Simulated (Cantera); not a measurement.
A Cantera script and its output.

```python
import numpy as np
import cantera as ct

gas = ct.Solution("gri30.yaml")
gas.TPX = 1425, 360000, {'CO': 1, 'H2': 0.032, 'CH4': 0.81, 'O2': 4.27, 'N2': 16.1}
reactor = ct.IdealGasConstPressureReactor(gas, energy="on", clone=False)
net = ct.ReactorNet([reactor])
net.rtol, net.atol = 1e-08, 1e-16
show = ['CO', 'H2', 'CH4', 'NO', 'C2H6', 'H', 'H2O']
times = np.geomspace(5e-06, 0.4, 12)

steps = ct.SolutionArray(gas, extra=["t"])
rows = []
print(f"{'t/s':>10s}{'T/K':>9s}{'P/Pa':>11s}" + "".join(f"{s:>11s}" for s in show))
for t in times:
    while net.time < t:
        t_next = net.step()
        steps.append(gas.state, t=t_next)
    rows.append([np.interp(t, steps.t, y) for y in (steps.T, steps.P, *steps(*show).X.T)])
    print(f"{t:10.3e}{rows[-1][0]:9.1f}{rows[-1][1]:11.4g}" + "".join(f"{x:11.3e}" for x in rows[-1][2:]))
rate = np.gradient(steps.T, steps.t)
print("integrator steps:", len(steps.t))
if steps.T.max() > steps.T[0] + 200:
    print(f"time of steepest temperature rise: {steps.t[rate.argmax()]:.4e} s")
gas.TPX = 1425, 360000, {'CO': 1, 'H2': 0.032, 'CH4': 0.81, 'O2': 4.27, 'N2': 16.1}
gas.equilibrate("HP")
print(f"equilibrium (HP): T = {gas.T:.1f} K  " + "  ".join(f"{s} {gas[s].X[0]:.3e}" for s in show))
```

Result:

```
       t/s      T/K       P/Pa         CO         H2        CH4         NO       C2H6          H        H2O
 5.000e-06   1425.0    3.6e+05  4.502e-02  1.441e-03  3.647e-02  7.992e-16  8.570e-11  4.437e-09  2.385e-07
 1.395e-05   1425.0    3.6e+05  4.502e-02  1.441e-03  3.646e-02  2.872e-15  2.735e-09  8.388e-09  1.087e-06
 3.894e-05   1425.0    3.6e+05  4.502e-02  1.441e-03  3.646e-02  1.344e-14  1.110e-07  2.450e-08  6.534e-06
 1.087e-04   1425.3    3.6e+05  4.501e-02  1.441e-03  3.637e-02  1.231e-13  7.531e-06  1.349e-07  6.596e-05
 3.033e-04   1432.3    3.6e+05  4.497e-02  1.528e-03  3.513e-02  2.558e-12  2.657e-04  9.618e-07  1.040e-03
 8.465e-04   2457.6    3.6e+05  3.945e-03  5.900e-04  4.191e-19  4.874e-04  1.162e-35  2.686e-04  7.181e-02
 2.363e-03   2454.7    3.6e+05  3.897e-03  5.838e-04  4.072e-19  2.171e-03  1.103e-35  2.635e-04  7.186e-02
 6.594e-03   2448.3    3.6e+05  3.801e-03  5.713e-04  3.817e-19  5.891e-03  9.804e-36  2.530e-04  7.197e-02
 1.840e-02   2439.4    3.6e+05  3.673e-03  5.546e-04  3.487e-19  1.091e-02  8.307e-36  2.393e-04  7.211e-02
 5.136e-02   2435.8    3.6e+05  3.622e-03  5.478e-04  3.356e-19  1.298e-02  7.746e-36  2.339e-04  7.217e-02
 1.433e-01   2435.7    3.6e+05  3.620e-03  5.475e-04  3.352e-19  1.305e-02  7.727e-36  2.337e-04  7.217e-02
 4.000e-01   2435.7    3.6e+05  3.620e-03  5.475e-04  3.352e-19  1.305e-02  7.727e-36  2.337e-04  7.217e-02
integrator steps: 1824
time of steepest temperature rise: 4.9570e-04 s
equilibrium (HP): T = 2435.7 K  CO 3.620e-03  H2 5.475e-04  CH4 5.027e-19  NO 1.305e-02  C2H6 1.412e-35  H 2.337e-04  H2O 7.217e-02
```

Detailed kinetics in Cantera: GRI-Mech 3.0 (53 species, 325 reactions).
